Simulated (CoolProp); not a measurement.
Vapour-liquid equilibrium of CH2F2 (R32) (1) + propylene (2) at 0.547 MPa; x and y are mole fractions of (1).

Computed with CoolProp (multi-fluid Helmholtz-energy mixture model, Tillner-Roth 1997 and Lemmon 2013; pair parameters Bell 2016).

```tsv
x	bubble temperature (K)	y at the bubble point	dew temperature at overall composition x (K)	liquid density (mol/L)
0.05	…	0.159	269.5	13.39
0.2	…	0.407	…	…
0.35	…	0.515	260.5	15.16
0.5	254.8	0.578	256.2	16.16
0.65	254.6	0.630	254.7	…
0.8	255.3	0.704	257.0	18.82
0.95	…	0.878	260.2	20.49
```

Question: Fill in the missing entries.

Answer: 
- 0.05, bubble temperature (K): 266.3
- 0.2, bubble temperature (K): 258.8
- 0.2, dew temperature at overall composition x (K): 265.1
- 0.2, liquid density (mol/L): 14.27
- 0.35, bubble temperature (K): 255.9
- 0.65, liquid density (mol/L): 17.36
- 0.95, bubble temperature (K): 258.7

y crosses x between x = 0.5 and 0.65: the model has an azeotrope there.

Pair parameters are fitted to limited data, so mixtures are less certain than the pure fluids.
